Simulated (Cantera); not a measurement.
A perfectly stirred reactor is fed with C₃H₈ : O₂ : N₂ = 1 : 4.17 : 15.7 (molar parts), equivalence ratio 1.2, at 0.987 atm; it is adiabatic with a 525 K inlet, and is followed from long to short residence time, starting on the burning branch (τ in s: 0.025, 0.012, 0.0054, 0.0025, 0.0012, 0.00054, 0.00025, 0.00011, 5.3e-05, 2.5e-05, 1.1e-05).

Computed with Cantera and GRI-Mech 3.0 (53 species, 325 reactions). GRI-Mech 3.0 was tuned for natural gas; its chemistry of propane as a main component is partial and can be far from experiment.

Q: What does this change do: C3H8 1 to 1.4 parts?

A: 
| quantity | before | after |
|---|---|---|
| blow-out, bracketed by the residence times tried | burning at 53.0 µs, out at 25.0 µs | burning at 0.250 ms, out at 0.110 ms |
| x(C₃H₈) at τ = 25.0 ms | 4.57e-7 | 2.75e-6 |
| x(O₂) at τ = 25.0 ms | 0.00147 | 0.000360 |
| x(CH₄) at τ = 25.0 ms | 1.90e-6 | 0.000882 |
| x(C₂H₆) at τ = 25.0 ms | 4.07e-9 | 4.73e-7 |
| x(N₂O) at τ = 25.0 ms | 5.33e-8 | 4.18e-8 |
| x(C₃H₈) at τ = 0.540 ms | 1.19e-5 | 9.05e-5 |
| x(O₂) at τ = 0.540 ms | 0.00738 | 0.00686 |
| x(CH₄) at τ = 0.540 ms | 1.47e-5 | 0.00228 |
| x(C₂H₆) at τ = 0.540 ms | 8.58e-8 | 1.64e-5 |
| x(N₂O) at τ = 0.540 ms | 5.90e-8 | 2.44e-8 |
